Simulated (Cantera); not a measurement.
A perfectly stirred reactor is fed with NO : N2 = 1 : 4.9 (molar parts), at 100000 Pa; it is held at 1725 K, and followed from long to short residence time.

Detailed kinetics in Cantera: GRI-Mech 3.0 (53 species, 325 reactions).

### Question
Predict: x(NO) at τ = 5.60 s; x(O2) at τ = 5.60 s; x(O) at τ = 5.60 s; x(N2O) at τ = 5.60 s; x(N2) at τ = 5.60 s; x(NO) at τ = 15.0 ms; x(O2) at τ = 15.0 ms; x(O) at τ = 15.0 ms; x(N2O) at τ = 15.0 ms; x(N2) at τ = 15.0 ms.

### Answer
```json
{
 "x(NO) at τ = 5.60 s": "0.140",
 "x(O2) at τ = 5.60 s": "0.0144",
 "x(O) at τ = 5.60 s": "7.41e-6",
 "x(N2O) at τ = 5.60 s": "7.91e-6",
 "x(N2) at τ = 5.60 s": "0.845",
 "x(NO) at τ = 15.0 ms": "0.169",
 "x(O2) at τ = 15.0 ms": "2.88e-5",
 "x(O) at τ = 15.0 ms": "1.93e-6",
 "x(N2O) at τ = 15.0 ms": "9.39e-6",
 "x(N2) at τ = 15.0 ms": "0.831"
}
```
